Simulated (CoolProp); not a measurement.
R1224YDZ along the isobar 3.72 MPa: Z from the reference equation and from simpler models built on Tc = 155.5 °C, pc = 3.334 MPa, ω = 0.325; each cubic takes its own stable root.

Model: reference Helmholtz-energy equation of state, Akasaka 2023, in CoolProp.

```json
[
 {"T (°C)": "12.25", "phase": "liquid", "reference": "0.1656"},
 {"T (°C)": "25.65", "phase": "liquid", "reference": "0.1622"},
 {"T (°C)": "39.05", "phase": "liquid", "reference": "0.1594"},
 {"T (°C)": "52.45", "phase": "liquid", "reference": "0.1573"},
 {"T (°C)": "65.85", "phase": "liquid", "reference": "0.1559"},
 {"T (°C)": "79.35", "phase": "liquid", "reference": "0.1552"},
 {"T (°C)": "92.75", "phase": "liquid", "reference": "0.1554"},
 {"T (°C)": "106.15", "phase": "liquid", "reference": "0.1568"},
 {"T (°C)": "119.55", "phase": "liquid", "reference": "0.1598"},
 {"T (°C)": "132.95", "phase": "liquid", "reference": "0.1653"},
 {"T (°C)": "146.35", "phase": "liquid", "reference": "0.1762"},
 {"T (°C)": "159.75", "phase": "supercritical", "reference": "0.2195"},
 {"T (°C)": "173.15", "phase": "supercritical", "reference": "0.5265"},
 {"T (°C)": "186.55", "phase": "supercritical", "reference": "0.6208"},
 {"T (°C)": "199.95", "phase": "supercritical", "reference": "0.6808"}
]
```

### Question
How far does each simpler model (van der Waals, Peng-Robinson) lie from the reference over these 15 states: mean and median of the absolute difference, and the worst?

### Answer
- van der Waals: mean 51.0 %, median 63.1 %, worst +67.1 % at 12.25 °C and 3.72 MPa
- Peng-Robinson: mean 4.3 %, median 1.9 %, worst +23.3 % at 159.75 °C and 3.72 MPa
